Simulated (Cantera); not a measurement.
Cantera run:

```python
import numpy as np
import cantera as ct

gas_names = """
    AL ALCL ALCL2 ALCL3 ALN ALO ALOCL ALO2 AL2 AL2CL6 AL2O AL2O2 CL CLO CL2 N NO NO2 NO3 N2 N2O O O2 O3
""".split()
cond_names = """
    AL(cr) AL(L) ALCL3(s) ALCL3(L) ALN(s) AL2O3(a) AL2O3(L)
""".split()


# ... load() reads the species with a 1 bar reference pressure and builds the phases ...
atoms = {
    'AlCl3': {'AL': 1, 'CL': 3},
    'N2O': {'N': 2, 'O': 1},
    'N2': {'N': 2},
}
top_T = {'ALN(s)': 2750}  # K; cautious upper limits of use, not melting points


# ... equilibrate(T, P, feed) seeds the gas with the atoms and calls Mixture.equilibrate('TP', solver="vcs", rtol=1e-11, max_steps=5000) ...
results = []
feed = {'AlCl3': 1, 'N2O': 4.1, 'N2': 75}  # mol
T = 1675  # K
P = 100000  # Pa
mix = equilibrate(T, P, feed)
results.append((T, P, feed, dict(zip(mix.species_names, mix.species_moles))))
print(gas.report(threshold=0.0001))
for i in range(1, mix.n_phases):
    print(f"{mix.phase(i).name:16s} {mix.phase_moles(i):12.5e} mol")
```

It prints:

```
       temperature   1675 K
          pressure   1e+05 Pa
           density   0.20555 kg/m^3
  mean mol. weight   28.626 kg/kmol
   phase of matter   gas

                          1 kg             1 kmol
                     ---------------   ---------------
          enthalpy        1.6218e+06        4.6425e+07  J
   internal energy        1.1353e+06        3.2498e+07  J
           entropy            8648.7        2.4758e+05  J/K
    Gibbs function       -1.2865e+07       -3.6827e+08  J
 heat capacity c_p            1226.5             35109  J/K
 heat capacity c_v            936.02             26795  J/K

                      mass frac. Y      mole frac. X     chem. pot. / RT
                     ---------------   ---------------   ---------------
                CL          0.020548          0.016592           -17.695
               CL2          0.024132         0.0097435            -35.39
                NO        0.00082335        0.00078549           -29.363
                N2           0.93691           0.95739           -26.402
                O2          0.017187          0.015376           -32.324
     [  +19 minor]        0.00039581        0.00011462

AL(L)             0.00000e+00 mol
ALCL3(L)          0.00000e+00 mol
ALN(s)            0.00000e+00 mol
AL2O3(a)          4.97181e-01 mol
```

These are equilibrium values from Cantera (NASA tables, ideal gas, pure condensed phases), not measurements of a reactor.
